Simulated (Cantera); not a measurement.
A closed system holds: 1 mol TiCl4, 8.2 mol O2, 56 mol H2, at 1075 K and 26.0 Pa.

Equilibrium computed with Cantera from the NASA thermochemical tables; the gas is ideal and each condensed phase is pure. Candidate condensed phases: H2O, Ti, TiCl2, TiCl3, TiCl4, TiO, TiO2, Ti2O3, Ti3O5, Ti4O7; 23 gas species. Condensed phases not in the tables: TiOCl. Rates play no part.

Base state: H2 0.683, H2O 0.248, HCl 0.0690 (mole fractions); condensed: TiO2(rutile).

Problem. What changes in the equilibrium state with this change: temperature from 1075 K to 1698 K?

Solution. 
```json
[
 {"species": "H2", "before": "0.683", "after": "0.677"},
 {"species": "H2O", "before": "0.248", "after": "0.247"},
 {"species": "HCl", "before": "0.0690", "after": "0.0681"},
 {"species": "H", "before": "7.52e-7", "after": "0.00738"},
 {"species": "OH", "before": "1.04e-9", "after": "0.000138"},
 {"species": "Cl", "before": "6.87e-8", "after": "0.000577"},
 {"species": "TiO2(rutile), mol", "before": "1.00", "after": "1.000"}
]
```
